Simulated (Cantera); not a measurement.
## Aluminium and copper etching: Cu + HF + H₂

Charge: 1 mol Cu, 2 mol HF, 0.17 mol H₂, at 0.100 bar.

These are equilibrium values from Cantera (NASA tables, ideal gas, pure condensed phases), not measurements of a reactor. Candidate condensed phases: Cu, CuF₂; 15 gas species. Kinetics and transport are ignored.

```
T (°C)   x HF    x H₂     x CuF      x Cu   x H₂F₂       x H     x Cu₂  n Cu(s)  n Cu(l)
------  -----  ------  --------  --------  -------  --------  --------  -------  -------
377     0.922  0.0783    <1e-12    <1e-12  2.27e-5    <1e-12    <1e-12     1.00        0
477     0.922  0.0783    <1e-12    <1e-12  1.09e-5    <1e-12    <1e-12     1.00        0
577     0.922  0.0783  2.34e-11    <1e-12  6.23e-6  1.81e-11    <1e-12     1.00        0
677     0.922  0.0783   1.08e-9  1.89e-11  4.02e-6  4.92e-10    <1e-12     1.00        0
777     0.922  0.0783   2.37e-8   1.05e-9  2.83e-6   7.18e-9    <1e-12     1.00        0
877     0.922  0.0783   3.02e-7   2.89e-8  2.13e-6   6.60e-8    <1e-12    1.000        0
977     0.922  0.0783   2.55e-6   4.64e-7  1.69e-6   4.28e-7  2.29e-11    1.000        0
1077    0.922  0.0783   1.56e-5   4.89e-6  1.38e-6   2.11e-6  6.42e-10    1.000        0
1177    0.922  0.0784   6.84e-5   3.44e-5  1.17e-6   8.37e-6   9.64e-9        0    1.000
```
x: gas mole fraction; n: condensed amount in mol.

From 377 °C to 1077 °C the condensed part is Cu(s). At 1177 °C the condensed part is Cu(l).
